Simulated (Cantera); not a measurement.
A closed system holds: 1 mol B, 19 mol H2O, at 0.133 bar.

These are equilibrium values from Cantera (NASA tables, ideal gas, pure condensed phases), not measurements of a reactor. Candidate condensed phases: B, B2O3, B3O3H3, H2O; 23 gas species. Gases not in the tables: H3BO3. Kinetics and transport are ignored.

Problem. Which condensed phases are stable at each of these points (T (K)): 975, 1075, 1175, 1275, 1375, 1475, 1575, 1675, 1775, 1875?

Solution. 
```csv
T (K),condensed phases,B condensed (%)
975,B2O3(l),42.9
1075,B2O3(l),64.1
1175,B2O3(l),73.7
1275,B2O3(l),72.5
1375,B2O3(l),52.4
1475,gas only,0.0
1575,gas only,0.0
1675,gas only,0.0
1775,gas only,0.0
1875,gas only,0.0
```

From 975 K to 1375 K the condensed part is B2O3(l). From 1475 K to 1875 K nothing is condensed.
